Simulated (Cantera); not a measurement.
Feed: 1 mol AlI₃, 38 mol N₂, equilibrated at 6.10 mbar.

Cantera equilibrium calculation (NASA polynomials, part measured and part estimated; ideal gas, pure solids and liquids). Candidate condensed phases: Al, AlI₃, AlN, I₂; 10 gas species. The numbers say what is thermodynamically allowed, not how fast it happens. All values below are at 952 °C.

Base state: N₂ 0.927, I 0.0725, I₂ 0.000344, AlI₃ 0.000326, AlI 1.73e-5 (mole fractions); condensed: AlN(s).

Task: What changes in the equilibrium state with this change: N₂ from 38 to 4.8 mol?

Result: 
| species | before | after |
|---|---|---|
| N₂ | 0.927 | 0.640 |
| I | 0.0725 | 0.320 |
| AlI₃ | 0.000326 | 0.0338 |
| I₂ | 0.000344 | 0.00671 |
| AlI | 1.73e-5 | 9.18e-5 |
| AlN(s), mol | 0.986 | 0.766 |
